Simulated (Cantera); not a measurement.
Feed: 1 mol Si3N4, 0.99 mol CO2, 32 mol H2, held at 1.80 mbar.

These are equilibrium values from Cantera (NASA tables, ideal gas, pure condensed phases), not measurements of a reactor. Candidate condensed phases: C, C6H6, C7H8, C8H18, H2O, Si, SiC, SiO2, Si2N2O, Si3N4; 151 gas species. Mutual solubility and eutectic melting of coexisting phases are not modelled. The tables' values for SiN are old estimates; treat these amounts as uncertain. Gases not in the tables: Si2H6 and higher silanes. Equilibrium is a limit: real reactors are often held back by kinetics, nucleation or transport.

log p: log10 of the partial pressure in bar; n: condensed amount in mol.

| T (K) | log p H2 | log p H | log p N2 | log p SiO | log p Si | log p CO | log p Si2C | n SiC(s) | n Si2N2O(s) | n Si(s) | n Si(l) |
|---|---|---|---|---|---|---|---|---|---|---|---|
| 1623 | -2.79 | -5.56 | -4.05 | -4.08 | -6.90 | -5.28 | -9.33 | 0.887 | 0.233 | 0 | 0 |
| 1673 | -2.80 | -5.34 | -4.00 | -4.03 | -6.38 | -5.35 | -8.67 | 0.900 | 0 | 0.201 | 0 |
| 1723 | -2.80 | -5.14 | -4.00 | -4.03 | -6.01 | -5.23 | -8.17 | 0.872 | 0 | 0 | 0.243 |
| 1773 | -2.80 | -4.95 | -4.00 | -4.04 | -5.67 | -5.10 | -7.71 | 0.829 | 0 | 0 | 0.303 |
| 1823 | -2.80 | -4.76 | -4.00 | -4.06 | -5.35 | -4.98 | -7.28 | 0.775 | 0 | 0 | 0.359 |
| 1873 | -2.80 | ? | -4.01 | -4.07 | ? | ? | ? | ? | 0 | 0 | 0.389 |
| 1923 | -2.81 | -4.43 | -4.01 | -4.10 | -4.77 | -4.77 | -6.48 | 0.629 | 0 | 0 | 0.356 |
| 1973 | -2.82 | -4.28 | -4.02 | -4.13 | -4.50 | -4.68 | -6.11 | 0.534 | 0 | 0 | 0.191 |
| 2023 | -2.83 | -4.14 | -4.02 | -4.18 | -4.28 | -4.55 | -5.80 | 0.360 | 0 | 0 | 0 |
| 2073 | -2.84 | -4.00 | -4.03 | -4.29 | -4.12 | -4.39 | -5.55 | 0.0391 | 0 | 0 | 0 |
| 2123 | -2.86 | -3.87 | -4.04 | -4.32 | -4.08 | -4.36 | -5.85 | 0 | 0 | 0 | 0 |
| 2173 | -2.87 | ? | -4.05 | -4.34 | -4.07 | -4.36 | ? | 0 | 0 | 0 | 0 |
| 2223 | -2.88 | -3.64 | -4.05 | -4.35 | -4.06 | -4.36 | -6.68 | 0 | 0 | 0 | 0 |

Problem. Complete the blanks.

Solution. 
- 1873, log p H: -4.59
- 1873, log p Si: -5.05
- 1873, log p CO: -4.86
- 1873, log p Si2C: -6.87
- 1873, n SiC(s): 0.709
- 2173, log p H: -3.75
- 2173, log p Si2C: -6.25
